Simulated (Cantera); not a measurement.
## Thermodynamics of abatement and gas-phase synthesis, feed N₂O + H₂

Charge: 1 mol N₂O, 9.7 mol H₂, at 3225 K and 0.00133 bar.

Cantera equilibrium calculation (NASA polynomials, part measured and part estimated; ideal gas, pure solids and liquids). Candidate condensed phases: H₂O; 24 gas species. Rates play no part.

```json
{
  "x(H)": "0.894",
  "x(N₂)": "0.0471",
  "x(O)": "0.0459",
  "x(H₂)": "0.0118",
  "x(OH)": "0.00101",
  "x(N)": "0.000319",
  "x(NO)": "0.000237",
  "x(O₂)": "5.22e-5",
  "x(H₂O)": "3.43e-5",
  "gas_amount": "21.13 mol"
}
```
